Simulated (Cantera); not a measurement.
Charge: 1 mol MgSO4, 0.11 mol H2O, a varied amount of H2, at 502 °C and 1330 Pa.

Cantera equilibrium calculation (NASA polynomials, part measured and part estimated; ideal gas, pure solids and liquids). Candidate condensed phases: H2O, H2SO4, Mg, MgO, Mg(OH)2, MgS, MgSO4, S; 26 gas species. Gases not in the tables: S3 to S7. Kinetics and transport are ignored.

x: gas mole fraction; n: condensed amount in mol.

```csv
n(H2) (mol),x H2O,x H2,x SO2,x H2S,x S2,x S2O,x SO,n MgO(s)
1.2,0.570,0.000268,0.405,0.0111,0.0134,0.000569,…,1.00
1.5,0.626,0.000410,0.316,0.0256,0.0307,0.000936,6.53e-7,1.00
1.9,0.684,0.000593,0.222,0.0456,0.0466,0.00107,6.07e-7,1.00
2.3,0.726,0.000804,0.149,0.0675,0.0556,0.00100,…,1.00
2.9,0.766,0.00126,0.0683,0.107,0.0569,0.000691,…,1.00
3.7,0.772,0.00318,0.00761,0.189,0.0279,0.000135,…,1.00
4.6,0.660,0.127,9.74e-8,0.212,2.19e-5,2.27e-9,…,1.00
5.8,0.526,0.305,3.61e-9,0.169,2.44e-6,8.42e-11,…,1.00
7.3,0.420,0.445,5.86e-10,0.135,7.25e-7,1.37e-11,…,1.00
9.1,0.338,0.554,1.59e-10,0.109,3.03e-7,3.70e-12,<1e-12,1.00
```

Q: What belongs in the gaps?

A: 
- 1.2, x SO: 6.00e-7
- 2.3, x SO: 5.20e-7
- 2.9, x SO: 3.54e-7
- 3.7, x SO: 9.89e-8
- 4.6, x SO: 5.92e-11
- 5.8, x SO: 6.58e-12
- 7.3, x SO: 1.96e-12
